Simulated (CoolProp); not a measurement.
Vapour-liquid equilibrium of dimethyl ether (1) + R236FA (2) at -20.55 °C; x and y are mole fractions of (1).

Computed with CoolProp (multi-fluid Helmholtz-energy mixture model, Wu 2011 and Pan 2012; pair parameters Bell 2016).

```csv
x,"bubble pressure, mixture model (kPa)","bubble pressure, Raoult's law (kPa)","y, mixture model","y, Raoult's law"
0.05,43.13,46.52,0.063,0.130
0.15,___,54.40,0.202,0.335
0.25,47.68,62.28,0.355,0.487
0.35,___,70.16,0.511,0.606
0.45,58.40,78.05,___,0.700
0.55,___,85.93,___,0.777
0.65,___,93.81,0.867,0.841
0.75,89.74,101.7,0.930,0.895
0.85,102.8,109.6,___,0.942
0.95,115.6,117.4,0.993,0.982
```

Q: Fill in the missing entries.

A: 
- 0.15, bubble pressure, mixture model (kPa): 44.84
- 0.35, bubble pressure, mixture model (kPa): 52.07
- 0.45, y, mixture model: 0.656
- 0.55, bubble pressure, mixture model (kPa): 66.89
- 0.55, y, mixture model: 0.776
- 0.65, bubble pressure, mixture model (kPa): 77.49
- 0.85, y, mixture model: 0.969

The largest gap from Raoult's law is -25.8 % in bubble pressure, at x = 0.35. No azeotrope shows between x = 0.05 and 0.95.

The pair parameters rest on a limited set of measurements; away from them the model extrapolates.
